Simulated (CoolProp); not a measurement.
Nitrogen at 293.15 K and 7.8 MPa is throttled through a valve to 2.19 MPa with no heat exchange. Each further row changes one setting.

Computed with CoolProp (reference Helmholtz-energy equation of state, Span 2000).

```csv
case,temperature change (K),final density (kg/m³)
as stated,[?],[?]
outlet pressure 0.657 MPa,[?],7.96
outlet pressure 2.85 MPa,-9.3,[?]
```

### Question
Some entries are withheld; supply them.

### Answer

- as stated, temperature change (K): -10.8
- as stated, final density (kg/m³): 26.3
- outlet pressure 0.657 MPa, temperature change (K): -14.3
- outlet pressure 2.85 MPa, final density (kg/m³): 34.1
